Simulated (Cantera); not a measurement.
Input: 1 mol Cu2O, 1.6 mol CH4, 0.68 mol N2, equilibrated at 1 atm.

Equilibrium computed with Cantera from the NASA thermochemical tables; the gas is ideal and each condensed phase is pure. Candidate condensed phases: C, C6H6, C7H8, C8H18, Cu, CuO, Cu(OH)2, Cu2O, H2O; 139 gas species. Kinetics and transport are ignored.

Which condensed phases are stable at each of these points (T (K)): 975, 1025, 1075, 1125, 1175, 1225, 1275, 1325, 1375, 1425, 1475, 1525, 1575, 1625?


```tsv
T (K)	condensed phases	Cu condensed (%)
975	C(graphite) + Cu(s)	100.0
1025	C(graphite) + Cu(s)	100.0
1075	C(graphite) + Cu(s)	100.0
1125	C(graphite) + Cu(s)	100.0
1175	C(graphite) + Cu(s)	100.0
1225	C(graphite) + Cu(s)	100.0
1275	C(graphite) + Cu(s)	100.0
1325	C(graphite) + Cu(s)	100.0
1375	C(graphite) + Cu(l)	100.0
1425	C(graphite) + Cu(l)	100.0
1475	C(graphite) + Cu(l)	100.0
1525	C(graphite) + Cu(l)	100.0
1575	C(graphite) + Cu(l)	100.0
1625	C(graphite) + Cu(l)	100.0
```

From 975 K to 1325 K the condensed part is C(graphite) + Cu(s). From 1375 K to 1625 K the condensed part is C(graphite) + Cu(l).
